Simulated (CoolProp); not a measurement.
Computed with CoolProp (reference Helmholtz-energy equation of state, Eisenbach 2021).

Q: Give the vapour pressure (kPa), liquid density (kg/m³), vapour Z of saturated propylene glycol at 551.9, 561.4, 571 K.

A: 
```
T (K)  p (kPa)  liquid density (kg/m³)  vapour Z
-----  -------  ----------------------  --------
551.9      964                     785     0.894
561.4     1160                     772     0.879
571       1400                     757     0.862
```
